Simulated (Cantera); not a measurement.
An isothermal, constant-pressure homogeneous reactor starts with H₂ : O₂ = 0.035 : 1 (molar parts), equivalence ratio 0.018, at 1225 K and 0.0263 atm.

Computed with Cantera and the H2/O2 subset of GRI-Mech 3.0, which has no nitrogen chemistry. Radical loss at walls, strong at low pressure, is not modelled. The temperature is held fixed by assumption; the heat of reaction is taken as removed at once.

x: mole fraction; the columns are a selection and need not sum to one.

```csv
t (s),x H₂,x O₂,x H,x O,x HO₂,x OH,x H₂O₂
2.00e-6,0.0338,0.966,1.81e-10,9.53e-12,1.91e-10,9.47e-12,<1e-12
6.02e-6,0.0338,0.966,4.97e-10,8.03e-11,5.74e-10,7.87e-11,<1e-12
1.81e-5,0.0338,0.966,1.20e-9,6.05e-10,1.73e-9,5.70e-10,<1e-12
5.45e-5,0.0338,0.966,2.77e-9,3.93e-9,5.22e-9,(withheld),<1e-12
0.000164,0.0338,0.966,1.20e-8,3.15e-8,1.58e-8,(withheld),8.67e-12
0.000494,0.0338,0.966,5.11e-7,1.57e-6,5.64e-8,(withheld),8.18e-11
0.00149,0.00973,0.947,0.00486,0.0138,5.80e-6,(withheld),4.00e-7
0.00447,0.000369,0.943,0.00294,0.0207,4.48e-6,(withheld),1.14e-7
0.0135,0.000227,0.952,0.00137,0.0124,3.78e-6,(withheld),1.12e-7
0.0405,7.66e-5,0.961,0.000261,0.00410,2.36e-6,(withheld),9.23e-8
0.122,1.40e-5,0.965,2.05e-5,0.000751,9.02e-7,(withheld),5.26e-8
0.367,2.06e-6,0.965,1.17e-6,0.000111,2.27e-7,(withheld),2.01e-8
1.10,3.39e-7,0.966,8.00e-8,1.85e-5,5.09e-8,(withheld),6.09e-9
3.32,7.01e-8,0.966,7.63e-9,3.87e-6,1.49e-8,(withheld),1.76e-9
10.0,1.79e-8,0.966,9.94e-10,9.94e-7,9.53e-9,(withheld),5.38e-10
```

What belongs in the gaps?


- 5.45e-5, x OH: 3.32e-9
- 0.000164, x OH: 2.30e-8
- 0.000494, x OH: 1.08e-6
- 0.00149, x OH: 0.00508
- 0.00447, x OH: 0.00243
- 0.0135, x OH: 0.00191
- 0.0405, x OH: 0.00111
- 0.122, x OH: 0.000480
- 0.367, x OH: 0.000186
- 1.10, x OH: 7.59e-5
- 3.32, x OH: 3.47e-5
- 10.0, x OH: 1.76e-5
